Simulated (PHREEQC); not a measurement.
Dissolve 3.3 mmol/kgw K2HPO4 at 25 °C. Closed to the air; pH follows from the charge balance.

Computed with PHREEQC (ion-association model, wateq4f.dat).

Each row changes one thing in this solution. This is a speciation only: nothing precipitates in the calculation.

| case | pH | ionic strength (mol/kgw) |
|---|---|---|
| as made | 9.23 | 0.00983 |
| K2HPO4 replaced by K2SiO3 at the same molality | 11.48 | ? |
| temperature from 25 to 50 °C | ? | 0.00981 |
| K2HPO4 from 0.0033 to 0.033 mol/kgw | ? | ? |

**Question.** Some entries are withheld; supply them.

**Answer.** 
- K2HPO4 replaced by K2SiO3 at the same molality, ionic strength (mol/kgw): 0.00668
- temperature from 25 to 50 °C, pH: 8.86
- K2HPO4 from 0.0033 to 0.033 mol/kgw, pH: 9.30
- K2HPO4 from 0.0033 to 0.033 mol/kgw, ionic strength (mol/kgw): 0.0961

H3PO4, which wateq4f.dat lacks, is added to it with the constant of phreeqc.dat. Away from 25 °C the constants follow the database's enthalpies or fits; those with neither stay at their 25 °C values.
